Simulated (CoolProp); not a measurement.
Values from CoolProp's reference Helmholtz-energy equation of state, Platzer 1990. This equation is an older, rougher fit; its heat capacities, sound speeds and derivatives of the liquid may be far off and weren't checked against measurements.

Give the vapour pressure (MPa), liquid density (kg/m³), enthalpy of vaporisation (kJ/kg), surface tension (mN/m) of saturated c-C4F8 (RC318) at 26.35, 37.65, 48.95 °C.


| T (°C) | p (MPa) | liquid density (kg/m³) | enthalpy of vaporisation (kJ/kg) | surface tension (mN/m) |
|---|---|---|---|---|
| 26.35 | 0.326 | 1490 | 104 | 8.02 |
| 37.65 | 0.460 | 1450 | 98.3 | 6.77 |
| 48.95 | 0.630 | 1390 | 92.4 | 5.56 |

Surface tension comes from a separate correlation (Mulero 2012).
